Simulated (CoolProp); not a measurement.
R115 at 293.15 K and 0.268 MPa is throttled through a valve to 0.0901 MPa with no heat exchange. Each further row changes one setting.

The numbers come from the reference Helmholtz-energy equation of state, Lemmon 2016 in CoolProp.

```
case                       temperature change (K)  final density (kg/m³)
-------------------------  ----------------------  ---------------------
as stated                                     ___                   5.87
outlet pressure 0.027 MPa                     ___                    ___
outlet pressure 0.117 MPa                    -2.2                   7.65
```

Q: Complete the blanks.

A: 
- as stated, temperature change (K): -2.6
- outlet pressure 0.027 MPa, temperature change (K): -3.5
- outlet pressure 0.027 MPa, final density (kg/m³): 1.74
